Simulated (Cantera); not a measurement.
**Catalytic combustion on Pt**

An isothermal plug-flow reactor at 548 K and 1.01 bar (inlet), inlet velocity 0.086 m/s, active area per volume 3400 1/m; feed 2.12 % CO, 1.41 % O₂, 92.9 % N₂, 3.53 % H₂O.

Computed with Cantera and Deutschmann's 1995 Pt surface mechanism with GRI-Mech 3.0 gas chemistry. Catalytic surfaces can have several steady states; this one follows from the mechanism file's or the stated starting coverage. Mass transfer to the wall is taken as infinitely fast.

```json
[
 {"z (m)": "0.00089", "x CO": "0.0212", "x O₂": "0.0141", "x H₂O": "0.0353", "x CO₂": "2.13e-5", "θ free Pt": "0.00154", "θ CO*": "0.998"},
 {"z (m)": "0.0015", "x CO": "0.0211", "x O₂": "0.0141", "x H₂O": "0.0353", "x CO₂": "3.59e-5", "θ free Pt": "0.00154", "θ CO*": "0.998"},
 {"z (m)": "0.0025", "x CO": "0.0211", "x O₂": "0.0141", "x H₂O": "0.0353", "x CO₂": "5.99e-5", "θ free Pt": "0.00154", "θ CO*": "0.998"},
 {"z (m)": "0.0041", "x CO": "0.0211", "x O₂": "0.0141", "x H₂O": "0.0353", "x CO₂": "9.82e-5", "θ free Pt": "0.00154", "θ CO*": "0.998"},
 {"z (m)": "0.0069", "x CO": "0.0210", "x O₂": "0.0140", "x H₂O": "0.0353", "x CO₂": "0.000165", "θ free Pt": "0.00154", "θ CO*": "0.998"},
 {"z (m)": "0.012", "x CO": "0.0209", "x O₂": "0.0140", "x H₂O": "0.0353", "x CO₂": "0.000288", "θ free Pt": "0.00155", "θ CO*": "0.998"},
 {"z (m)": "0.019", "x CO": "0.0207", "x O₂": "0.0139", "x H₂O": "0.0353", "x CO₂": "0.000456", "θ free Pt": "0.00155", "θ CO*": "0.998"},
 {"z (m)": "0.032", "x CO": "0.0204", "x O₂": "0.0137", "x H₂O": "0.0353", "x CO₂": "0.000770", "θ free Pt": "0.00156", "θ CO*": "0.998"},
 {"z (m)": "0.053", "x CO": "0.0199", "x O₂": "0.0135", "x H₂O": "0.0353", "x CO₂": "0.00128", "θ free Pt": "0.00158", "θ CO*": "0.998"},
 {"z (m)": "0.089", "x CO": "0.0190", "x O₂": "0.0131", "x H₂O": "0.0353", "x CO₂": "0.00216", "θ free Pt": "0.00162", "θ CO*": "0.998"}
]
```
x: gas mole fraction; θ: surface coverage.
